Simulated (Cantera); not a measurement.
## Counterflow diffusion flame

A counterflow diffusion flame at 750 Torr, nozzles 20 mm apart: fuel side CO : H2 : N2 = 1 : 0.74 : 0.3 (molar parts) at 300 K, oxidiser side O2 : N2 = 0.2 : 0.8 (molar parts) at 775 K, fuel mass flux 1.5 times the oxidiser's; mixture-averaged transport, no radiation.

Cantera simulation using GRI-Mech 3.0 (53 species, 325 reactions); the numbers are that mechanism's predictions, not measurements. The maximum strain rate includes the flame's own expansion and is several times the mean.

```csv
oxidiser flux (kg/m²/s),max strain (1/s),mean strain (1/s),T max (K),peak x OH,peak x H,peak x NO,peak x CO
0.6,492,128,2168,0.0126,0.0119,0.000113,0.514
0.77,620,164,2135,0.0127,0.0131,9.14e-5,0.513
0.99,783,210,2099,0.0127,0.0143,7.44e-5,0.512
1.3,1010,276,2058,0.0126,0.0157,6.10e-5,0.512
1.6,1230,340,2031,0.0126,0.0169,5.40e-5,0.512
2.1,1600,446,1991,0.0124,0.0185,4.66e-5,0.512
2.7,2020,574,1953,0.0122,0.0200,4.09e-5,0.512
3.4,2510,723,1914,0.0119,0.0214,3.63e-5,0.512
4.4,3200,935,1869,0.0115,0.0230,3.18e-5,0.512
5.6,4020,1190,1826,0.0110,0.0243,2.81e-5,0.511
```
x: mole fraction; the columns are a selection and need not sum to one.
